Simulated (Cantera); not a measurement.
Al + N₂ + H₂ (aluminium nitride and oxide growth)

Charge: 1 mol Al, 0.83 mol N₂, 1.7 mol H₂, held at 7700 Pa.

Method: chemical equilibrium by Gibbs-energy minimisation in Cantera with the NASA 1993 tables (ideal gas, pure condensed phases). Candidate condensed phases: Al, AlN; 13 gas species. Rates play no part.

From 1373 K to 2123 K the condensed part is AlN(s).

```tsv
T (K)	log p H₂	log p N₂	log p Al	log p H	n AlN(s)
1373	-1.19	-1.90	-11.31	-6.07	1.00
1448	-1.19	-1.90	-10.05	-5.63	1.00
1523	-1.19	-1.90	-8.92	-5.23	1.00
1598	-1.19	-1.90	-7.90	-4.87	1.00
1673	-1.19	-1.90	-6.97	-4.54	1.000
1748	-1.19	-1.90	-6.12	-4.24	1.000
1823	-1.19	-1.90	-5.34	-3.96	1.000
1898	-1.19	-1.90	-4.62	-3.70	0.999
1973	-1.19	-1.90	-3.96	-3.47	0.997
2048	-1.20	-1.90	-3.35	-3.25	0.987
2123	-1.21	-1.89	-2.79	-3.05	0.953
```
log p: log10 of the partial pressure in bar; n: condensed amount in mol.
